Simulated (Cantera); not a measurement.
# Equilibrium for silicates and aluminates: SiO₂ + MgO + H₂

A closed system holds: 1 mol SiO₂, a varied amount of MgO, 41 mol H₂, held at 775 K and 100000 Pa.

These are equilibrium values from Cantera (NASA tables, ideal gas, pure condensed phases), not measurements of a reactor. Candidate condensed phases: H₂O, Mg, MgO, Mg(OH)₂, MgSiO₃, Mg₂SiO₄, Si, SiO₂; 24 gas species. Condensed phases not in the tables: alloys, solid solutions and most ternary compounds. Kinetics and transport are ignored.

```csv
n(MgO) (mol),log p H₂,n MgSiO₃(s),n SiO₂(α-quartz),n Mg₂SiO₄(s),n MgO(s)
0.33,0.00,0.330,0.670,0,0
0.42,0.00,0.420,0.580,0,0
0.52,0.00,0.520,0.480,0,0
0.66,0.00,0.660,0.340,0,0
0.83,0.00,0.830,0.170,0,0
1,0.00,1.00,0,0,0
1.3,0.00,0.700,0,0.300,0
1.6,0.00,0.400,0,0.600,0
2.1,0.00,0,0,1.00,0.100
2.6,0.00,0,0,1.00,0.600
3.3,0.00,0,0,1.00,1.30
```
log p: log10 of the partial pressure in bar; n: condensed amount in mol.

From 0.33 mol MgO to 0.83 mol MgO the condensed part is MgSiO₃(s) + SiO₂(α-quartz). At 1 mol MgO the condensed part is MgSiO₃(s). From 1.3 mol MgO to 1.6 mol MgO the condensed part is MgSiO₃(s) + Mg₂SiO₄(s). From 2.1 mol MgO to 3.3 mol MgO the condensed part is MgO(s) + Mg₂SiO₄(s).
